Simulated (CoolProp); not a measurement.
Properties of R227EA along the isotherm 121.75 °C (Tc = 101.8 °C, pc = 2.925 MPa, ω = 0.358).

Computed with CoolProp (reference Helmholtz-energy equation of state, Lemmon 2016).

```
p (MPa)          phase  cv (kJ/(kg K))  isothermal compressibility (1/MPa)
-------  -------------  --------------  ----------------------------------
2.25               gas          0.9420                              0.6371
4.5      supercritical           1.013                              0.3806
6.75     supercritical          0.9733                             0.05433
9        supercritical          0.9636                             0.02784
11.3     supercritical          0.9588                             0.01852
13.5     supercritical          0.9562                             0.01404
15.8     supercritical          0.9544                             0.01121
18       supercritical          0.9533                            0.009404
20.3     supercritical          0.9526                            0.008052
22.5     supercritical          0.9521                            0.007080
24.8     supercritical          0.9518                            0.006288
27       supercritical          0.9516                            0.005682
29.3     supercritical          0.9515                            0.005162
```
